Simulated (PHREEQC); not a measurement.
A column of 0.5 m (40 cells, dispersivity 0.025 m, 300 s a shift, diffusion coefficient 3e-10 m²/s) holds 0.0084 eq of the database's cation exchanger X per kg of pore water, first in equilibrium with 38 mmol/kgw MgSO4, 2 mmol/kgw MnCl2 and 0.01 mmol/kgw HCl. It is flushed with 0.005 mol/kgw CdCl2 and 1e-05 mol/kgw HCl, at 15 °C. Values are for the last cell. No CO2 enters from the air. Nothing may precipitate in this run.

Base run: PHREEQC, ion-association model, phreeqc.dat. Each further column changes one thing. The table gives Cd in solution (mol/kgw).

| pore volumes | base | exchange capacity from 0.0084 to 0.0042 eq/kgw | dispersivity from 0.025 to 0.05 m |
|---|---|---|---|
| 0 | 0 | 0 | 0 |
| 0.3875 | 1.13e-6 | (withheld) | 3.22e-5 |
| 0.6375 | 0.000146 | (withheld) | 0.000448 |
| 1.012 | 0.000932 | 0.00163 | 0.00143 |
| 1.387 | 0.00148 | 0.00264 | (withheld) |
| 1.637 | 0.00192 | 0.00323 | 0.00239 |
| 2.013 | 0.00290 | 0.00411 | 0.00294 |
| 2.388 | 0.00386 | (withheld) | 0.00354 |
| 2.638 | 0.00431 | 0.00484 | (withheld) |
| 3.013 | 0.00470 | 0.00495 | 0.00432 |
| 3.388 | 0.00488 | 0.00499 | (withheld) |
| 3.638 | 0.00494 | 0.00499 | 0.00473 |
| 4.013 | 0.00498 | 0.00500 | (withheld) |

### Question
Fill in the missing entries.

### Answer

- 0.3875, exchange capacity from 0.0084 to 0.0042 eq/kgw: 2.59e-6
- 0.6375, exchange capacity from 0.0084 to 0.0042 eq/kgw: 0.000262
- 1.387, dispersivity from 0.025 to 0.05 m: 0.00206
- 2.388, exchange capacity from 0.0084 to 0.0042 eq/kgw: 0.00466
- 2.638, dispersivity from 0.025 to 0.05 m: 0.00390
- 3.388, dispersivity from 0.025 to 0.05 m: 0.00460
- 4.013, dispersivity from 0.025 to 0.05 m: 0.00485
